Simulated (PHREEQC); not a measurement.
NH3 is added in steps, without added water, to 1 kg of water holding 0.12 mol H3PO4, 0.19 mol NaF and 5.2e-05 mol NaCl, at 15 °C. Oxygen is held at 0.21 atm. No CO2 enters from the air. Precipitation was switched off in this run.

Base run: PHREEQC, ion-association model, wateq4f.dat. Each further column changes one thing. The table gives HF (mol/kgw).

| NH3 added (mol) | base | diluted 10-fold with water | H3PO4 from 0.12 to 0.024 mol/kgw | NaCl from 5.2e-05 to 0.00052 mol/kgw | solids may form |
|---|---|---|---|---|---|
| 0 | 0.0624 | 0.00894 | (withheld) | 0.0624 | 0.0624 |
| 0.051 | 0.0379 | 3.80e-9 | (withheld) | 0.0379 | 0.0379 |
| 0.0765 | 0.0244 | 1.96e-9 | 5.13e-8 | 0.0244 | 0.0244 |
| 0.1275 | 0.000351 | (withheld) | 1.85e-8 | 0.000351 | 0.000351 |
| 0.1785 | 2.73e-5 | (withheld) | (withheld) | 2.73e-5 | 2.73e-5 |
| 0.204 | 1.13e-5 | 5.79e-10 | 9.48e-9 | 1.13e-5 | 1.13e-5 |
| 0.255 | 3.75e-7 | 4.54e-10 | 7.18e-9 | 3.74e-7 | 3.75e-7 |
| 0.306 | 9.47e-8 | 3.73e-10 | 5.78e-9 | 9.46e-8 | 9.47e-8 |
| 0.3315 | 6.86e-8 | 3.43e-10 | 5.27e-9 | 6.85e-8 | 6.86e-8 |
| 0.3825 | 4.42e-8 | 2.96e-10 | 4.48e-9 | 4.42e-8 | 4.42e-8 |
| 0.4335 | 3.26e-8 | 2.60e-10 | 3.90e-9 | 3.26e-8 | 3.26e-8 |
| 0.459 | 2.88e-8 | (withheld) | 3.67e-9 | 2.88e-8 | 2.88e-8 |
| 0.51 | 2.34e-8 | 2.21e-10 | 3.28e-9 | 2.34e-8 | 2.34e-8 |

### Question
Fill in the missing entries.

### Answer

- 0, H3PO4 from 0.12 to 0.024 mol/kgw: 0.0143
- 0.051, H3PO4 from 0.12 to 0.024 mol/kgw: 4.26e-7
- 0.1275, diluted 10-fold with water: 1.00e-9
- 0.1785, diluted 10-fold with water: 6.73e-10
- 0.1785, H3PO4 from 0.12 to 0.024 mol/kgw: 1.13e-8
- 0.459, diluted 10-fold with water: 2.45e-10

wateq4f.dat counts part of the HF as a dimer, H2F2, which phreeqc.dat doesn't know; its constant is uncertain. H3PO4, which wateq4f.dat lacks, is added to it with the constant of phreeqc.dat. Solids allowed in the column 'solids may form': Halite.
